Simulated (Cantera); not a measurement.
An isothermal, constant-pressure homogeneous reactor starts with 53.5 % CH4, 24.1 % CO2, 22.5 % H2, at 2125 K and 750 Torr.

Model: GRI-Mech 3.0 (53 species, 325 reactions), integrated in Cantera. GRI-Mech 3.0 stops at C3 and has no aromatics, soot or wall deposition, so with more carbon than oxygen in the feed, carbon stays in small species such as C2H2 where larger ones or solid carbon would form.

x: mole fraction; the columns are a selection and need not sum to one.

| t (s) | x CH4 | x CO2 | x H2 | x HCO | x CH2O | x OH | x HO2 |
|---|---|---|---|---|---|---|---|
| 1.00e-6 | 0.531 | 0.240 | 0.226 | 2.77e-9 | 6.84e-7 | 1.27e-6 | 3.50e-12 |
| 6.45e-6 | 0.499 | 0.236 | 0.240 | 1.37e-6 | 7.32e-5 | 6.26e-6 | 8.72e-12 |
| 4.16e-5 | 0.233 | 0.175 | 0.437 | 3.57e-6 | 9.20e-5 | 2.27e-5 | 2.23e-11 |
| 0.000268 | 0.0461 | 0.0540 | 0.527 | 6.41e-7 | 1.41e-5 | 5.86e-5 | 3.41e-11 |
| 0.00173 | (withheld) | (withheld) | 0.555 | (withheld) | (withheld) | 5.65e-5 | 1.45e-11 |
| 0.0112 | 0.00518 | 0.00152 | 0.623 | 2.12e-7 | 2.46e-7 | 1.05e-5 | <1e-12 |
| 0.0721 | 0.00113 | (withheld) | 0.643 | 2.16e-7 | 7.03e-8 | (withheld) | <1e-12 |
| 0.465 | 0.00112 | 1.21e-7 | 0.643 | 2.16e-7 | 7.03e-8 | 8.17e-10 | <1e-12 |
| 3.00 | 0.00112 | 1.21e-7 | 0.643 | 2.16e-7 | 7.03e-8 | 8.17e-10 | <1e-12 |

Question: Some entries are withheld; supply them.

Answer: 
- 0.00173, x CH4: 0.0118
- 0.00173, x CO2: 0.00658
- 0.00173, x HCO: 2.63e-7
- 0.00173, x CH2O: 2.60e-6
- 0.0721, x CO2: 1.41e-6
- 0.0721, x OH: 9.30e-9
